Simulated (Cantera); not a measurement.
Cantera with NASA thermochemical tables; ideal gases at 1 bar, condensed phases pure. Values are per mole of reaction as written; species without (g) are pure solids or liquids, kept so even where they would boil at 1 bar.

SF4(g) + 2 MgS = 3 S + 2 MgF2, with ΔH° = -793.9 kJ and ΔS° = -189.5 J/K at 300 K.

Q: How far is the shortcut ΔG° ≈ ΔH°(300 K) − T·ΔS°(300 K) from the full temperature-dependent value at 398, 448, 498, 548, 598, 648, 698, 748, 798, 848, 898 K?

A: 
```
T (K)  shortcut (kJ)  full (kJ)  difference (kJ)  difference in log10 K       condensed phases
-----  -------------  ---------  ---------------  ---------------------  ---------------------
398           -718.4     -719.0              0.6                  -0.08  MgS(s), S(l), MgF2(s)
448           -709.0     -711.0              2.0                  -0.23  MgS(s), S(l), MgF2(s)
498           -699.5     -703.3              3.8                  -0.40  MgS(s), S(l), MgF2(s)
548           -690.0     -696.0              6.0                  -0.57  MgS(s), S(l), MgF2(s)
598           -680.5     -689.1              8.5                  -0.74  MgS(s), S(l), MgF2(s)
648           -671.1     -682.4             11.3                  -0.91  MgS(s), S(l), MgF2(s)
698           -661.6     -675.9             14.3                  -1.07  MgS(s), S(l), MgF2(s)
748           -652.1     -669.5             17.4                  -1.22  MgS(s), S(l), MgF2(s)
798           -642.7     -663.4             20.7                  -1.35  MgS(s), S(l), MgF2(s)
848           -633.2     -657.3             24.1                  -1.49  MgS(s), S(l), MgF2(s)
898           -623.7     -651.4             27.7                  -1.61  MgS(s), S(l), MgF2(s)
```
The shortcut ignores heat capacities and the phase changes listed.
